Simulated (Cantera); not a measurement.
A closed system holds: 1 mol SF6, 0.38 mol O2, 13 mol H2, 0.45 mol H2O, held at 8.40 bar.

Equilibrium computed with Cantera from the NASA thermochemical tables; the gas is ideal and each condensed phase is pure. Candidate condensed phases: H2O, H2SO4, S; 43 gas species. Equilibrium is a limit: real reactors are often held back by kinetics, nucleation or transport.

Task: At 1700 K, list the 7 most abundant gas species with their mole fractions, and the condensed phases.

Result: H2 0.502, HF 0.364, H2O 0.0735, H2S 0.0588, S2 0.000683, SH 0.000604, H 3.60e-5. Condensed: gas only.
